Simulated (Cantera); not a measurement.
Mixture: 11.6 % CH₄, 21.1 % O₂, 67.4 % N₂, equivalence ratio 1.1, at 1.00 atm, adiabatic and at constant volume. Ignition delay is the time to a rise of 400 K.

Cantera simulation using GRI-Mech 3.0 (53 species, 325 reactions); the numbers are that mechanism's predictions, not measurements.

At T0 = 1423 K, what is the delay, and which 7 reactions control it most (d ln τ / d ln k, from doubling and halving each rate constant)?

The delay is 2.27 ms.
```
reaction                  d ln τ / d ln k   faster rate
------------------------  ---------------  ------------
CH3 + O2 <=> CH3O + O               -0.46   shortens it
2 CH3 (+M) <=> C2H6 (+M)             0.43  lengthens it
H + O2 <=> O + OH                   -0.28   shortens it
CH3 + O2 <=> CH2O + OH              -0.25   shortens it
CH4 + H <=> CH3 + H2                 0.24  lengthens it
CH3 + HO2 <=> CH3O + OH             -0.17   shortens it
CH2O + O2 <=> HCO + HO2             -0.16   shortens it
```
